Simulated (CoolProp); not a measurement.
C3F8 (R218) at 288.45 K and 1.18 MPa is throttled through a valve to 0.0705 MPa with no heat exchange. Each further row changes one setting.

Computed with CoolProp (reference Helmholtz-energy equation of state, Lemmon 2006). It is a short technical equation, of lower accuracy than the large ones.

```tsv
case	temperature change (K)	final phase	final density (kg/m³)
as stated	___	two-phase, vapour fraction 0.573	12.7
outlet pressure 0.0211 MPa	___	___	3.29
outlet pressure 0.0916 MPa	___	___	___
```

### Question
Complete the blanks.

### Answer

- as stated, temperature change (K): -59.8
- outlet pressure 0.0211 MPa, temperature change (K): -81.7
- outlet pressure 0.0211 MPa, final phase: two-phase, vapour fraction 0.714
- outlet pressure 0.0916 MPa, temperature change (K): -54.3
- outlet pressure 0.0916 MPa, final phase: two-phase, vapour fraction 0.533
- outlet pressure 0.0916 MPa, final density (kg/m³): 17.4
